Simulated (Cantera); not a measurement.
An isothermal, constant-pressure homogeneous reactor starts with 6.08 % H2, 5.52 % O2, 88.4 % N2, at 950 K and 0.160 bar.

Cantera simulation using the H2/O2 subset of GRI-Mech 3.0, which has no nitrogen chemistry; the numbers are that mechanism's predictions, not measurements. The temperature is held fixed by assumption; the heat of reaction is taken as removed at once.

x: mole fraction; the columns are a selection and need not sum to one.

```tsv
t (s)	x H2	x O2	x H	x H2O2	x H2O	x OH
8.00e-5	0.0608	0.0552	7.54e-12	<1e-12	1.17e-12	<1e-12
0.000201	0.0608	0.0552	2.39e-11	<1e-12	1.10e-11	1.01e-12
0.000504	0.0608	0.0552	1.35e-10	<1e-12	1.36e-10	6.15e-12
0.00127	0.0608	0.0552	___	1.26e-12	5.98e-9	1.99e-10
0.00318	0.0607	0.0552	___	8.17e-9	3.08e-5	1.07e-6
0.00798	0.00238	0.0269	___	5.13e-7	0.0593	0.000294
0.0200	0.000342	0.0258	___	3.30e-7	0.0623	3.65e-5
0.0503	9.92e-5	0.0257	___	2.07e-7	0.0626	1.36e-5
0.126	2.48e-5	0.0257	___	9.95e-8	0.0626	6.63e-6
0.317	4.33e-6	0.0256	___	3.41e-8	0.0627	3.37e-6
0.797	5.01e-7	0.0256	___	1.08e-8	0.0627	1.67e-6
2.00	4.18e-8	0.0256	1.03e-10	3.36e-9	0.0627	8.48e-7
```

Question: Fill in the missing entries.

Answer: 
- 0.00127, x H: 4.28e-9
- 0.00318, x H: 2.04e-5
- 0.00798, x H: 0.00146
- 0.0200, x H: 1.73e-5
- 0.0503, x H: 1.66e-6
- 0.126, x H: 1.97e-7
- 0.317, x H: 1.81e-8
- 0.797, x H: 1.28e-9
